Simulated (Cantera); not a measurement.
Mixture: CH₄ : C₂H₆ : C₃H₈ : O₂ : N₂ : H₂O = 1 : 0.055 : 0.18 : 1.93 : 7.27 : 0.65 (molar parts), equivalence ratio 1.6, at 34.0 bar, adiabatic and at constant pressure. Ignition delay is the time to a rise of 400 K.

Model: GRI-Mech 3.0 (53 species, 325 reactions), integrated in Cantera. GRI-Mech 3.0 was tuned for natural gas; its chemistry of propane as a main component is partial and can be far from experiment. The pressure lies above the range GRI-Mech 3.0 was tuned for (to about 10 atm).

Question: Predict: delay at 1323 K; delay at 1423 K; delay at 1523 K; delay at 1623 K; delay at 1723 K; delay at 1823 K; delay at 1923 K; apparent activation energy between 1723 and 1923 K.

Answer: 
| Quantity | Value |
|---|---|
| delay at 1323 K | 0.114 ms |
| delay at 1423 K | 38.0 µs |
| delay at 1523 K | 14.1 µs |
| delay at 1623 K | 6.05 µs |
| delay at 1723 K | 2.97 µs |
| delay at 1823 K | 1.64 µs |
| delay at 1923 K | 0.995 µs |
| apparent activation energy between 1723 and 1923 K | 150 kJ/mol |
